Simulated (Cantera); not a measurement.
Cantera run, input and output.

```python
import numpy as np
import cantera as ct

gas = ct.Solution("h2o2.yaml")
gas.TPX = 1125, 56000, {'H2': 1.3, 'O2': 1, 'N2': 1}
reactor = ct.IdealGasConstPressureReactor(gas, energy="off", clone=False)
net = ct.ReactorNet([reactor])
net.rtol, net.atol = 1e-08, 1e-18
show = ['H2', 'O2', 'H2O2', 'O', 'H']
times = np.geomspace(2e-06, 10, 12)

steps = ct.SolutionArray(gas, extra=["t"])
rows = []
print(f"{'t/s':>10s}{'T/K':>9s}{'P/Pa':>11s}" + "".join(f"{s:>11s}" for s in show))
for t in times:
    while net.time < t:
        t_next = net.step()
        steps.append(gas.state, t=t_next)
    rows.append([np.interp(t, steps.t, y) for y in (steps.T, steps.P, *steps(*show).X.T)])
    print(f"{t:10.3e}{rows[-1][0]:9.1f}{rows[-1][1]:11.4g}" + "".join(f"{x:11.3e}" for x in rows[-1][2:]))
rate = np.gradient(steps.T, steps.t)
print("integrator steps:", len(steps.t))
if steps.T.max() > steps.T[0] + 200:
    print(f"time of steepest temperature rise: {steps.t[rate.argmax()]:.4e} s")
gas.TPX = 1125, 56000, {'H2': 1.3, 'O2': 1, 'N2': 1}
gas.equilibrate("TP")
print(f"equilibrium (TP): T = {gas.T:.1f} K  " + "  ".join(f"{s} {gas[s].X[0]:.3e}" for s in show))
```

Output:

```
       t/s      T/K       P/Pa         H2         O2       H2O2          O          H
 2.000e-06   1125.0    5.6e+04  3.939e-01  3.030e-01  1.400e-12  2.521e-10  2.141e-09
 8.129e-06   1125.0    5.6e+04  3.939e-01  3.030e-01  2.694e-11  3.546e-09  2.118e-08
 3.304e-05   1125.0    5.6e+04  3.939e-01  3.030e-01  8.504e-09  2.608e-06  1.504e-05
 1.343e-04   1125.0    5.6e+04  1.712e-02  1.386e-01  2.455e-05  9.847e-04  1.338e-03
 5.458e-04   1125.0    5.6e+04  4.453e-03  1.339e-01  1.869e-05  3.418e-05  1.756e-05
 2.218e-03   1125.0    5.6e+04  2.300e-03  1.330e-01  1.339e-05  5.743e-06  2.409e-06
 9.016e-03   1125.0    5.6e+04  7.490e-04  1.324e-01  2.796e-06  1.121e-06  3.752e-07
 3.664e-02   1125.0    5.6e+04  1.307e-04  1.321e-01  1.622e-07  8.620e-08  2.450e-08
 1.489e-01   1125.0    5.6e+04  7.742e-06  1.321e-01  3.843e-09  4.406e-09  7.923e-10
 6.053e-01   1125.0    5.6e+04  5.434e-09  1.321e-01  1.302e-09  1.862e-09  3.772e-12
 2.460e+00   1125.0    5.6e+04  4.378e-09  1.321e-01  1.555e-09  2.243e-09  3.944e-12
 1.000e+01   1125.0    5.6e+04  4.377e-09  1.321e-01  1.563e-09  2.256e-09  3.954e-12
integrator steps: 1884
equilibrium (TP): T = 1125.0 K  H2 4.377e-09  O2 1.321e-01  H2O2 1.563e-09  O 2.256e-09  H 3.954e-12
```

Cantera simulation using the H2/O2 subset of GRI-Mech 3.0, which has no nitrogen chemistry; the numbers are that mechanism's predictions, not measurements. The temperature is held fixed by assumption; the heat of reaction is taken as removed at once.
